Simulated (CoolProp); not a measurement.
A single-stage vapour-compression cycle with R1233zd(E): evaporating at 290.15 K (dew point), condensing at 342.15 K (bubble point), superheat 8 K, subcooling 2 K, compressor efficiency 0.85, no pressure losses. Each further row changes one setting.

The numbers come from the reference Helmholtz-energy equation of state, Akasaka 2022 in CoolProp.

```json
[
 {"case": "as stated", "cooling COP": "___", "pressure ratio": "5.14", "discharge temperature (K)": "350.5", "refrigerating effect (kJ/kg)": "140", "volumetric capacity (kJ/m³)": "742"},
 {"case": "evaporating temperature 295.15 K", "cooling COP": "___", "pressure ratio": "4.26", "discharge temperature (K)": "___", "refrigerating effect (kJ/kg)": "___", "volumetric capacity (kJ/m³)": "906"},
 {"case": "condensing temperature 337.15 K", "cooling COP": "4.37", "pressure ratio": "4.50", "discharge temperature (K)": "345.9", "refrigerating effect (kJ/kg)": "146", "volumetric capacity (kJ/m³)": "776"},
 {"case": "subcooling 7 K", "cooling COP": "___", "pressure ratio": "5.14", "discharge temperature (K)": "350.5", "refrigerating effect (kJ/kg)": "146", "volumetric capacity (kJ/m³)": "776"},
 {"case": "superheat 18 K", "cooling COP": "___", "pressure ratio": "5.14", "discharge temperature (K)": "360.7", "refrigerating effect (kJ/kg)": "___", "volumetric capacity (kJ/m³)": "756"},
 {"case": "compressor efficiency 0.75", "cooling COP": "3.38", "pressure ratio": "5.14", "discharge temperature (K)": "355.7", "refrigerating effect (kJ/kg)": "140", "volumetric capacity (kJ/m³)": "742"}
]
```

What belongs in the gaps?


- as stated, cooling COP: 3.83
- evaporating temperature 295.15 K, cooling COP: 4.42
- evaporating temperature 295.15 K, discharge temperature (K): 350.0
- evaporating temperature 295.15 K, refrigerating effect (kJ/kg): 143
- subcooling 7 K, cooling COP: 4.01
- superheat 18 K, cooling COP: 3.90
- superheat 18 K, refrigerating effect (kJ/kg): 148
